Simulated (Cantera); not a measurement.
A perfectly stirred reactor is fed with CH4 : H2 : N2 = 0.017 : 1 : 0.00013 (molar parts), at 97.5 Torr; it is held at 2398 K, and followed from long to short residence time.

Cantera simulation using GRI-Mech 3.0 (53 species, 325 reactions); the numbers are that mechanism's predictions, not measurements. GRI-Mech 3.0 stops at C3 and has no aromatics, soot or wall deposition, so with more carbon than oxygen in the feed, carbon stays in small species such as C2H2 where larger ones or solid carbon would form.

What does this change do: temperature 2398 to 2123 K?


```
quantity                  before     after
----------------------  --------  --------
x(CH4) at τ = 7.90 s     3.03e-5  0.000196
x(H2) at τ = 7.90 s        0.949     0.982
x(H) at τ = 7.90 s        0.0428   0.00989
x(C2H4) at τ = 7.90 s    1.04e-6   3.63e-6
x(CH2) at τ = 7.90 s     1.76e-6   5.31e-7
x(CH4) at τ = 57.0 ms   0.000308   0.00221
x(H2) at τ = 57.0 ms       0.955     0.981
x(H) at τ = 57.0 ms       0.0367   0.00890
x(C2H4) at τ = 57.0 ms   1.42e-6   5.39e-6
x(CH2) at τ = 57.0 ms    1.27e-5   4.64e-6
```
